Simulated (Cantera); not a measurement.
A closed system holds: 1 mol AlCl3, 1.8 mol NH3, 600 mol H2, held at 1727 °C and 360 Pa.

Equilibrium computed with Cantera from the NASA thermochemical tables; the gas is ideal and each condensed phase is pure. The numbers say what is thermodynamically allowed, not how fast it happens.

```tsv
species	before	after
H2	0.967	0.992
HCl	0.00340	0.00330
H	0.0266	0.00193
AlCl	0.00142	0.00163
Al	0.000207	8.56e-6
Cl	6.98e-5	5.00e-6
N2	0.00147	0.00148
```
Gas species are given as mole fractions.

Task: Which change was made?
A) temperature from 1727 °C to 1402 °C
B) temperature from 1727 °C to 1852 °C
C) temperature from 1727 °C to 1250 °C
D) NH3 from 1.8 to 0.94 mol

Result: A, temperature from 1727 °C to 1402 °C
